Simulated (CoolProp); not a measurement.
p-xylene along the isotherm 346.85 °C: fugacity coefficient from the reference equation and from simpler models built on Tc = 343.0 °C, pc = 3.532 MPa, ω = 0.324; each cubic takes its own stable root.

Values from CoolProp's reference Helmholtz-energy equation of state, Zhou 2012.

| p (MPa) | phase | reference |
|---|---|---|
| 0.589 | gas | 0.9391 |
| 1.18 | gas | 0.8798 |
| 1.77 | gas | 0.8221 |
| 2.35 | gas | 0.7662 |
| 2.94 | gas | 0.7094 |
| 3.53 | gas | 0.6502 |
| 4.12 | supercritical | 0.5800 |
| 4.71 | supercritical | 0.5219 |
| 5.3 | supercritical | 0.4764 |

How far does each simpler model (van der Waals, Redlich-Kwong, Soave-Redlich-Kwong) lie from the reference over these 9 states: mean and median of the absolute difference, and the worst?


- van der Waals: mean 6.6 %, median 6.6 %, worst +12.2 % at 346.85 °C and 5.3 MPa
- Redlich-Kwong: mean 3.1 %, median 3.0 %, worst +5.9 % at 346.85 °C and 5.3 MPa
- Soave-Redlich-Kwong: mean 3.4 %, median 3.1 %, worst +6.5 % at 346.85 °C and 5.3 MPa
